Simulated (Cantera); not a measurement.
Feed: 1 mol Cu, 0.37 mol O2, 5.9 mol CO, held at 2.90 mbar.

Cantera equilibrium calculation (NASA polynomials, part measured and part estimated; ideal gas, pure solids and liquids). Candidate condensed phases: C, Cu, CuO, Cu2O; 15 gas species. The numbers say what is thermodynamically allowed, not how fast it happens.

**Question.** Which condensed phases are stable at each of these points (T (K)): 1298, 1348, 1398, 1448, 1498, 1548, 1598, 1648?

**Answer.** 
| T (K) | condensed phases | Cu condensed (%) |
|---|---|---|
| 1298 | Cu(s) | 100.0 |
| 1348 | Cu(s) | 99.9 |
| 1398 | Cu(l) | 99.7 |
| 1448 | Cu(l) | 99.3 |
| 1498 | Cu(l) | 98.4 |
| 1548 | Cu(l) | 96.3 |
| 1598 | Cu(l) | 92.0 |
| 1648 | Cu(l) | 83.4 |

From 1298 K to 1348 K the condensed part is Cu(s). From 1398 K to 1648 K the condensed part is Cu(l).
